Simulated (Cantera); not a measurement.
What does this Cantera script print?

```python
import numpy as np
import cantera as ct

gas = ct.Solution("h2o2.yaml")
gas.TP = 300, 50000
flame = ct.CounterflowDiffusionFlame(gas, width=0.02)
flame.fuel_inlet.X, flame.fuel_inlet.T = {'H2': 1}, 350
flame.oxidizer_inlet.X, flame.oxidizer_inlet.T = {'O2': 0.24, 'N2': 0.76}, 323
flame.set_refine_criteria(ratio=3, slope=0.12, curve=0.24, prune=0.03)
show = ['OH', 'H', 'H2O', 'HO2']

rows = []
print(f"{'mdot':>8s}{'a_max':>10s}{'a_mean':>10s}{'Tmax/K':>9s}" + "".join(f"{s:>11s}" for s in show) + "   (peak mole fractions)")
for i, mdot in enumerate([0.3, 0.42, 0.58, 0.8, 1.1, 1.5, 2.1, 3, 4.1]):  # kg/m2/s on the oxidiser side
    flame.oxidizer_inlet.mdot, flame.fuel_inlet.mdot = mdot, 0.28 * mdot
    flame.solve(loglevel=0, auto=(i == 0))
    if flame.T.max() < max(350, 323) + 100:
        print(f"{mdot:8.3g}  no burning solution found from the previous one")
        break
    dT = np.abs(np.gradient(flame.T, flame.grid))
    rows.append([flame.strain_rate("max"), flame.strain_rate("mean"), flame.T.max(),
                 *(flame.X[gas.species_index(s)].max() for s in show), max(dT[0], dT[-1]) / dT.max()])
    print(f"{mdot:8.3g}{rows[-1][0]:10.1f}{rows[-1][1]:10.1f}{rows[-1][2]:9.1f}" + "".join(f"{x:11.3e}" for x in rows[-1][3:-1]))
```

Output:

```
    mdot     a_max    a_mean   Tmax/K         OH          H        H2O        HO2   (peak mole fractions)
     0.3     731.9     149.1   2312.2  2.481e-02  3.028e-02  2.918e-01  8.349e-05
    0.42     957.1     208.7   2253.6  2.440e-02  3.321e-02  2.891e-01  9.720e-05
    0.58    1235.0     288.2   2196.2  2.391e-02  3.641e-02  2.866e-01  1.111e-04
     0.8    1597.5     397.5   2135.8  2.320e-02  3.988e-02  2.841e-01  1.256e-04
     1.1    2159.6     546.6   2075.2  2.238e-02  4.366e-02  2.815e-01  1.417e-04
     1.5    2888.6     745.3   2012.2  2.136e-02  4.729e-02  2.792e-01  1.586e-04
     2.1    3995.6    1043.4   1939.0  1.989e-02  5.087e-02  2.767e-01  1.775e-04
       3    5615.6    1490.6   1869.1  1.862e-02  5.531e-02  2.732e-01  2.018e-04
     4.1    7723.9    2037.2   1805.0  1.724e-02  5.910e-02  2.697e-01  2.229e-04
```

Computed with Cantera and the H2/O2 subset of GRI-Mech 3.0, which has no nitrogen chemistry. The maximum strain rate includes the flame's own expansion and is several times the mean.
